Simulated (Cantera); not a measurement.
Cantera run:

```python
import numpy as np
import cantera as ct

gas_names = [...]  # 109 gases of nasa_gas.yaml made of C, Cl, H, Si
cond_names = """
    C(gr) C6H6(L) C7H8(L) C8H18(L),n-octa Si(cr) Si(L) SiC(b)
""".split()


# ... load() reads the species with a 1 bar reference pressure and builds the phases ...
atoms = {
    'SiH2Cl2': {'Si': 1, 'H': 2, 'CL': 2},
    'C2H4': {'C': 2, 'H': 4},
    'H2': {'H': 2},
}
top_T = {'C(gr)': 4500, 'SiC(b)': 3050}  # K; cautious upper limits of use, not melting points


# ... equilibrate(T, P, feed) seeds the gas with the atoms and calls Mixture.equilibrate('TP', solver="vcs", rtol=1e-11, max_steps=5000) ...
results = []
feed = {'SiH2Cl2': 1, 'C2H4': 0.033, 'H2': 14}  # mol
P = 1000  # Pa
for T in [1573, 1598, 1623, 1648, 1673, 1698, 1723, 1748, 1773, 1798, 1823, 1848, 1873, 1898]:
    mix = equilibrate(T, P, feed)
    results.append((T, P, feed, dict(zip(mix.species_names, mix.species_moles))))

top = {s: max(r[3][s] / sum(r[3][g] for g in gas_names) for r in results) for s in gas_names}
cols = sorted((s for s in top if top[s] > 1e-05), key=lambda s: -top[s])[:8]
seen = [c for c in cond_names if any(r[3].get(c, 0) > 1e-12 for r in results)]
print("log10 of partial pressures in bar; condensed amounts in mol")
print(f"{'T/K':>10s}" + "".join(f"{s[:9]:>10s}" for s in cols + seen))
for T, P, feed, n in results:
    ng = sum(n[g] for g in gas_names)
    print(f"{T:10.4g}" + "".join(f"{np.log10(max(n[s] / ng * P / 1e5, 1e-99)):10.3f}" for s in cols)
          + "".join(f"{n.get(c, 0):10.4g}" for c in seen))
```

It prints:

```
log10 of partial pressures in bar; condensed amounts in mol
       T/K        H2       HCL     SiCL2         H        Si      SiCL        CL     SiCL3    Si(cr)     Si(L)    SiC(b)
      1573    -2.046    -3.109    -3.642    -5.414    -7.260    -6.740    -6.576    -5.525    0.5617         0     0.066
      1598    -2.046    -3.111    -3.638    -5.297    -7.029    -6.594    -6.463    -5.585    0.5589         0     0.066
      1623    -2.046    -3.112    -3.634    -5.184    -6.806    -6.452    -6.353    -5.644    0.5561         0     0.066
      1648    -2.046    -3.114    -3.631    -5.074    -6.589    -6.315    -6.247    -5.700    0.5533         0     0.066
      1673    -2.047    -3.116    -3.628    -4.967    -6.379    -6.182    -6.143    -5.756    0.5504         0   0.06599
      1698    -2.047    -3.115    -3.628    -4.863    -6.183    -6.059    -6.041    -5.810         0    0.5503   0.06599
      1723    -2.047    -3.111    -3.636    -4.763    -6.007    -5.950    -5.937    -5.866         0    0.5559   0.06599
      1748    -2.048    -3.107    -3.643    -4.665    -5.837    -5.845    -5.837    -5.921         0     0.561   0.06598
      1773    -2.048    -3.103    -3.651    -4.570    -5.672    -5.743    -5.739    -5.974         0    0.5655   0.06596
      1798    -2.049    -3.099    -3.659    -4.478    -5.511    -5.643    -5.644    -6.027         0    0.5692   0.06594
      1823    -2.049    -3.096    -3.666    -4.388    -5.355    -5.547    -5.552    -6.078         0     0.572   0.06591
      1848    -2.050    -3.093    -3.674    -4.300    -5.203    -5.453    -5.463    -6.128         0    0.5736   0.06585
      1873    -2.051    -3.090    -3.682    -4.215    -5.055    -5.363    -5.375    -6.177         0    0.5736   0.06577
      1898    -2.052    -3.088    -3.690    -4.133    -4.911    -5.275    -5.291    -6.226         0    0.5716   0.06564
```

Equilibrium computed with Cantera from the NASA thermochemical tables; the gas is ideal and each condensed phase is pure. Mutual solubility and eutectic melting of coexisting phases are not modelled. The tables' values for SiCl, SiCl3 are old estimates; treat these amounts as uncertain. Gases not in the tables: Si2H6 and higher silanes.
